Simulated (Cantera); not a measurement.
A closed system holds: 1 mol Si₂Cl₆, 68 mol N₂, 0.22 mol H₂, equilibrated at 1300 °C and 128 Torr.

Cantera equilibrium calculation (NASA polynomials, part measured and part estimated; ideal gas, pure solids and liquids). Candidate condensed phases: NH₄Cl, Si, Si₃N₄; 28 gas species. The feed counts by its element totals alone. The tables' values for SiCl₃ are old estimates; treat these amounts as uncertain. Rates play no part.

Base state: N₂ 0.965, SiCl₂ 0.0140, SiCl₄ 0.00788, SiCl₃ 0.00648, HCl 0.00608, H₂ 7.45e-5, Cl 5.53e-5, SiHCl₃ 1.28e-5 (mole fractions); condensed: gas only.

### Question
What changes in the equilibrium state with this change: H₂ from 0.22 to 5.5 mol?

### Answer
```csv
species,before,after
N₂,0.965,0.888
HCl,0.00608,0.0660
H₂,7.45e-5,0.0399
SiCl₂,0.0140,0.00426
H,8.53e-7,1.97e-5
SiCl₄,0.00788,0.000527
"Si₃N₄(s), mol",0,0.522
```
